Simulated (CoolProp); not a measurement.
Vapour-liquid equilibrium of R125 (1) + ethanol (2) at 0.732 bar; x and y are mole fractions of (1).

The numbers come from the multi-fluid Helmholtz-energy mixture model, Lemmon 2005 and Schroeder 2014; pair parameters Bell 2016 in CoolProp.

```
x     bubble temperature (°C)  y at the bubble point  dew temperature at overall composition x (°C)  liquid density (mol/L)
----  -----------------------  ---------------------  ---------------------------------------------  ----------------------
0.05                     -9.0                  0.989                                           69.1                   17.37
0.15                    -33.9                  0.999                                           66.5                   17.26
0.25                    -41.7                  0.999                                           63.6                   16.85
0.35                    -45.5                  1.000                                           60.3                   16.37
0.45                    -47.7                  1.000                                           56.6                   15.87
0.55                    -49.1                  1.000                                           52.2                   15.34
0.65                    -50.2                  1.000                                           47.0                   14.81
0.75                    -51.1                  1.000                                           40.3                   14.26
0.85                    -52.2                  1.000                                           30.7                   13.69
0.95                    -53.6                  1.000                                           12.2                   13.10
```

No azeotrope shows between x = 0.05 and 0.95.

The pair parameters rest on a limited set of measurements; away from them the model extrapolates. With so large a gap from Raoult's law the liquid may split in two, which this calculation doesn't test in full.
